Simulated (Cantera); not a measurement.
Input (Python, Cantera) and output of one run.

```python
import numpy as np
import cantera as ct

gas_names = """
    O2 CL2
""".split()
cond_names = """
    Ca(b) CaCL2(s) CaO(s)
""".split()


# ... load() reads the species with a 1 bar reference pressure and builds the phases ...
species = {s.name: s for s in load("nasa_gas.yaml", gas_names) + load("nasa_condensed.yaml", cond_names)}
T = 825
g = {n: (s.thermo.h(T) - T * s.thermo.s(T)) / (ct.gas_constant * T * np.log(10)) for n, s in species.items()}
valid = cond_names  # the entries whose range holds T


def stable(la, lb):
    # potentials (over RT ln 10) of the two non-metals from log10 p(O2) and log10 p(CL2) in bar
    mu = {}
    mu["O"] = (g["O2"] + la) / 2
    mu["Cl"] = (g["CL2"] + lb) / 2
    cost = {}
    for n in valid:
        c = species[n].composition
        cost[n] = (g[n] - sum(c.get(e, 0) * m for e, m in mu.items())) / c["Ca"]
    return min(cost, key=cost.get)


results = []
for lb in [0, -3.1, -6.2, -9.2, -12.3, -15.4, -18.5, -21.5, -24.6, -27.7, -30.8, -33.8, -36.9, -40]:
    row = [stable(la, lb) for la in [-49, -46.6, -44.1, -41.6, -39.2, -36.8, -34.3, -31.8, -29.4, -27, -24.5, -22, -19.6, -17.2, -14.7, -12.2, -9.8, -7.3, -4.9, -2.4, 0]]
    results.append(row)
    print(f"{lb:6.1f}  " + " ".join(f"{valid.index(n):x}" for n in row))
print("key: " + ", ".join(f"{i:x} {n}" for i, n in enumerate(valid)))
```

Output:

```
   0.0  1 1 1 1 1 1 1 1 1 1 1 1 1 1 1 1 1 1 1 1 1
  -3.1  1 1 1 1 1 1 1 1 1 1 1 1 1 1 1 1 1 1 1 1 1
  -6.2  1 1 1 1 1 1 1 1 1 1 1 1 1 1 1 1 1 1 1 1 1
  -9.2  1 1 1 1 1 1 1 1 1 1 1 1 1 1 1 1 1 1 1 2 2
 -12.3  1 1 1 1 1 1 1 1 1 1 1 1 1 1 1 1 1 2 2 2 2
 -15.4  1 1 1 1 1 1 1 1 1 1 1 1 1 1 2 2 2 2 2 2 2
 -18.5  1 1 1 1 1 1 1 1 1 1 1 1 2 2 2 2 2 2 2 2 2
 -21.5  1 1 1 1 1 1 1 1 1 2 2 2 2 2 2 2 2 2 2 2 2
 -24.6  1 1 1 1 1 1 1 2 2 2 2 2 2 2 2 2 2 2 2 2 2
 -27.7  1 1 1 1 2 2 2 2 2 2 2 2 2 2 2 2 2 2 2 2 2
 -30.8  1 1 2 2 2 2 2 2 2 2 2 2 2 2 2 2 2 2 2 2 2
 -33.8  2 2 2 2 2 2 2 2 2 2 2 2 2 2 2 2 2 2 2 2 2
 -36.9  2 2 2 2 2 2 2 2 2 2 2 2 2 2 2 2 2 2 2 2 2
 -40.0  2 2 2 2 2 2 2 2 2 2 2 2 2 2 2 2 2 2 2 2 2
key: 0 Ca(b), 1 CaCL2(s), 2 CaO(s)
```

Source: NASA polynomial tables (part measured, part estimated), evaluated in Cantera. Not in the tables: oxide halides.
